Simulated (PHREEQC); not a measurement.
0.33 g of hydrous ferric oxide (600 m²/g; 0.2 weak and 0.005 strong sites per Fe, Dzombak-Morel constants, diffuse double layer) in 1 kg of water with 0.01 mol/kgw of an inert sodium salt and 0.019 mmol/kgw Ag2SO4 and 0.46 mmol/kgw ZnSO4, at 25 °C; the pH is set by adding NaOH or the inert anion's acid. O2 is buffered at 0.21 atm. No CO2 enters from the air. No solid was allowed to form.

Equilibrium calculation in PHREEQC: ion-association model, wateq4f.dat.

```csv
pH,S sorbed (%),Ag sorbed (%),Zn sorbed (%),surface charge σ (C/m²)
4,67.1,0.0,0.1,0.044
4.5,63.3,0.1,0.5,___
5,56.2,0.2,2.3,0.037
5.5,45.9,0.3,4.8,0.031
6,___,0.3,12.0,0.026
6.5,25.6,0.7,33.8,0.023
7,21.9,1.7,57.7,0.023
7.5,17.8,3.5,72.7,0.024
8,10.7,5.8,80.5,0.024
8.5,4.0,9.2,82.5,0.021
9,0.8,18.2,___,0.014
9.5,___,37.9,78.5,0.006
10,0.0,64.0,76.1,-0.001
10.5,0.0,84.2,73.6,-0.008
11,0.0,94.2,70.5,-0.020
11.5,0.0,___,64.6,-0.043
12,0.0,98.9,50.3,-0.102
```

Complete the blanks.


- 4.5, surface charge σ (C/m²): 0.041
- 6, S sorbed (%): 34.1
- 9, Zn sorbed (%): 80.8
- 9.5, S sorbed (%): 0.1
- 11.5, Ag sorbed (%): 97.9

Along this series the solution becomes supersaturated in solids that the run did not let form, among them Zn(OH)2-e, Zn4(OH)6SO4.
